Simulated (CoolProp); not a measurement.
o-xylene at 298.15 K and 0.713 MPa flows at 1.4 m/s in a round tube of 4.6 mm bore and 45 µm roughness, fully developed (64/Re and Nu = 3.66 if laminar; Colebrook and Gnielinski if turbulent). Each further row changes one setting.

Computed with CoolProp (reference Helmholtz-energy equation of state, Zhou 2012).

```json
[
 {"case": "as stated", "Reynolds number": "7420", "Darcy friction factor": "0.0444", "pressure drop (Pa/m)": "8300", "heat-transfer coefficient (W/(m² K))": "…", "mass flow (kg/h)": "73.4"},
 {"case": "velocity 2.8 m/s", "Reynolds number": "14800", "Darcy friction factor": "0.0413", "pressure drop (Pa/m)": "30900", "heat-transfer coefficient (W/(m² K))": "…", "mass flow (kg/h)": "147"},
 {"case": "diameter 9.2 mm", "Reynolds number": "14800", "Darcy friction factor": "0.0355", "pressure drop (Pa/m)": "3310", "heat-transfer coefficient (W/(m² K))": "…", "mass flow (kg/h)": "…"}
]
```

Q: Complete the blanks.

A: 
- as stated, heat-transfer coefficient (W/(m² K)): 2300
- velocity 2.8 m/s, heat-transfer coefficient (W/(m² K)): 4750
- diameter 9.2 mm, heat-transfer coefficient (W/(m² K)): 2160
- diameter 9.2 mm, mass flow (kg/h): 294

Viscosity comes from a separate model (Cao 2016). Thermal conductivity comes from a separate model (Mylona 2014).
